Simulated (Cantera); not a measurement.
A perfectly stirred reactor is fed with 33.3 % NH₃, 66.7 % H₂, at 645 Torr; it is held at 2198 K, and followed from long to short residence time.

Computed with Cantera and the gas-phase N/H chemistry of the illustrative SiF4/NH3 mechanism in the Surface Chemkin manual (1991). Walls and surfaces, which speed up NH3 decomposition in real reactors, are not modelled.

### Question
Predict: x(NH₃) at τ = 2.10 s; x(H₂) at τ = 2.10 s; x(NH) at τ = 2.10 s; x(NH₂) at τ = 2.10 s; x(NH₃) at τ = 47.0 ms; x(H₂) at τ = 47.0 ms; x(NH) at τ = 47.0 ms; x(N₂H₄) at τ = 47.0 ms; x(NH₂) at τ = 47.0 ms.

### Answer
```
Property                   Value
----------------------  --------
x(NH₃) at τ = 2.10 s     0.00164
x(H₂) at τ = 2.10 s        0.869
x(NH) at τ = 2.10 s      4.81e-6
x(NH₂) at τ = 2.10 s     3.13e-5
x(NH₃) at τ = 47.0 ms     0.0382
x(H₂) at τ = 47.0 ms       0.849
x(NH) at τ = 47.0 ms     2.19e-5
x(N₂H₄) at τ = 47.0 ms   9.73e-9
x(NH₂) at τ = 47.0 ms   0.000324
```
